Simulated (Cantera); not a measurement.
A closed system holds: 1 mol Si2Cl6, 1.5 mol HCl, 240 mol N2, at 1225 °C and 0.133 bar.

Method: chemical equilibrium by Gibbs-energy minimisation in Cantera with the NASA 1993 tables (ideal gas, pure condensed phases). Candidate condensed phases: NH4Cl, Si, Si3N4; 28 gas species. The feed counts by its element totals alone. The tables' values for SiCl3 are old estimates; treat these amounts as uncertain. Kinetics and transport are ignored.

Base state: N2 0.986, HCl 0.00597, SiCl4 0.00329, SiCl2 0.00312, SiCl3 0.00179, H2 9.16e-5, Cl 2.37e-5 (mole fractions); condensed: gas only.

### Question
What changes in the equilibrium state with this change: N2 from 240 to 32 mol?

### Answer
| species | before | after |
|---|---|---|
| N2 | 0.986 | 0.906 |
| HCl | 0.00597 | 0.0387 |
| SiCl4 | 0.00329 | 0.0286 |
| SiCl3 | 0.00179 | 0.0109 |
| SiCl2 | 0.00312 | 0.0133 |
| SiHCl3 | 5.19e-6 | 0.000143 |
| H2 | 9.16e-5 | 0.00188 |
| Cl | 2.37e-5 | 3.39e-5 |
| Si3N4(s), mol | 0 | 0.0446 |
N2 is the only nitrogen source here; it is nearly inert below about 1500 K, so the nitride shown seldom forms there in practice.

### Question
What changes in the equilibrium state with this change: Si2Cl6 replaced by SiCl4?

### Answer
```
species   before     after
-------  -------  --------
N2         0.986     0.989
HCl      0.00597   0.00618
SiCl4    0.00329   0.00389
SiCl2    0.00312   3.17e-5
SiCl3    0.00179  0.000197
H2       9.16e-5   8.40e-7
Cl       2.37e-5  0.000256
```
